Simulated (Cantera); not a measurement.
Mixture: CH4 : CO : O2 : N2 = 1 : 0.41 : 1.7 : 4.92 (molar parts), at 4.93 atm, adiabatic and at constant volume. Ignition delay is the time to a rise of 400 K.

Cantera simulation using GRI-Mech 3.0 (53 species, 325 reactions); the numbers are that mechanism's predictions, not measurements.

### Question
What does this change do: CO 0.41 to 0.65 parts?

### Answer
| quantity | before | after |
|---|---|---|
| delay at 1025 K | 0.223 s | 0.276 s |
| delay at 1225 K | 8.95 ms | 10.3 ms |
| delay at 1425 K | 0.714 ms | 0.776 ms |
| delay at 1625 K | 93.7 µs | 98.0 µs |
| delay at 1825 K | 19.9 µs | 20.4 µs |
| apparent activation energy between 1725 and 1925 K | 180 kJ/mol | 190 kJ/mol |
